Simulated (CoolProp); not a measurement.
Vapour-liquid equilibrium of propane (1) + isobutane (2) at 55.45 °C; x and y are mole fractions of (1).

The numbers come from the multi-fluid Helmholtz-energy mixture model, Lemmon 2009 and Bücker 2006; pair parameters Kunz 2012 in CoolProp.

```
x      bubble pressure, mixture model (kPa)  bubble pressure, Raoult's law (kPa)  y, mixture model  y, Raoult's law
-----  ------------------------------------  -----------------------------------  ----------------  ---------------
0.05                                  831.4                                838.5             0.095            0.115
0.125                                 906.6                                924.3             0.221            0.260
0.2                                   982.3                                 1010             0.329            0.381
0.275                                  1059                                 1096             0.425            0.483
0.35                                   1137                                 1182             0.510            0.570
0.425                                  1217                                 1268             0.586            0.646
0.5                                    1300                                 1353             0.656            0.711
0.575                                  1385                                 1439             0.720            0.769
0.65                                   1472                                 1525             0.778            0.821
0.725                                  1563                                 1611             0.832            0.867
0.8                                    1657                                 1697             0.883            0.908
0.875                                  1754                                 1782             0.929            0.945
0.95                                   1856                                 1868             0.973            0.979
```

The largest gap from Raoult's law is -3.9 % in bubble pressure, at x = 0.5. No azeotrope shows between x = 0.05 and 0.95.

The pair parameters rest on a limited set of measurements; away from them the model extrapolates.
